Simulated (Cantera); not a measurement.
A Cantera script and what it prints.

```python
import numpy as np
import cantera as ct

gas_names = """
    Br Br2 H HBr H2 Si SiBr SiBr2 SiBr3 SiBr4 SiH SiHBr3 SiH2 SiH2Br2 SiH3 SiH3Br SiH4 Si2 Si3
""".split()
cond_names = """
    Br2(cr) Br2(L) Si(cr) Si(L)
""".split()


# ... load() reads the species with a 1 bar reference pressure and builds the phases ...
atoms = {
    'Si': {'Si': 1},
    'HBr': {'H': 1, 'Br': 1},
    'H2': {'H': 2},
}
top_T = {}  # K; cautious upper limits of use, not melting points


# ... equilibrate(T, P, feed) seeds the gas with the atoms and calls Mixture.equilibrate('TP', solver="vcs", rtol=1e-11, max_steps=5000) ...
results = []
T = 1075  # K
P = 1000  # Pa
for m in [0.1, 0.15, 0.23, 0.35, 0.52, 0.78, 1.2, 1.8, 2.7, 4, 6, 9.1, 14]:
    feed = {'Si': 1, 'HBr': 1, 'H2': m}  # mol
    mix = equilibrate(T, P, feed)
    results.append((T, P, feed, dict(zip(mix.species_names, mix.species_moles))))

top = {s: max(r[3][s] / sum(r[3][g] for g in gas_names) for r in results) for s in gas_names}
cols = sorted((s for s in top if top[s] > 1e-05), key=lambda s: -top[s])[:5]
seen = [c for c in cond_names if any(r[3].get(c, 0) > 1e-12 for r in results)]
print("log10 of partial pressures in bar; condensed amounts in mol")
print(f"{'n(H2)':>10s}" + "".join(f"{s[:9]:>10s}" for s in cols + seen))
for T, P, feed, n in results:
    ng = sum(n[g] for g in gas_names)
    print(f"{feed['H2']:10.4g}" + "".join(f"{np.log10(max(n[s] / ng * P / 1e5, 1e-99)):10.3f}" for s in cols)
          + "".join(f"{n.get(c, 0):10.4g}" for c in seen))
```

It prints:

```
log10 of partial pressures in bar; condensed amounts in mol
     n(H2)        H2     SiBr4       HBr     SiBr2    SiHBr3    Si(cr)
       0.1    -2.214    -2.647    -2.928    -3.532    -4.068    0.7597
      0.15    -2.202    -2.676    -2.930    -3.546    -4.084    0.7608
      0.23    -2.186    -2.719    -2.932    -3.568    -4.109    0.7624
      0.35    -2.168    -2.777    -2.938    -3.597    -4.143    0.7649
      0.52    -2.148    -2.852    -2.946    -3.634    -4.189    0.7682
      0.78    -2.126    -2.950    -2.960    -3.683    -4.252    0.7731
       1.2    -2.104    -3.081    -2.982    -3.749    -4.340    0.7806
       1.8    -2.085    -3.233    -3.010    -3.825    -4.444    0.7905
       2.7    -2.068    -3.414    -3.047    -3.916    -4.571    0.8039
         4    -2.054    -3.622    -3.092    -4.019    -4.720    0.8212
         6    -2.043    -3.874    -3.149    -4.145    -4.903    0.8438
       9.1    -2.033    -4.185    -3.222    -4.301    -5.132    0.8719
        14    -2.024    -4.582    -3.317    -4.499    -5.425    0.9039
```

Equilibrium computed with Cantera from the NASA thermochemical tables; the gas is ideal and each condensed phase is pure. The tables' values for SiBr3 are old estimates; treat these amounts as uncertain.
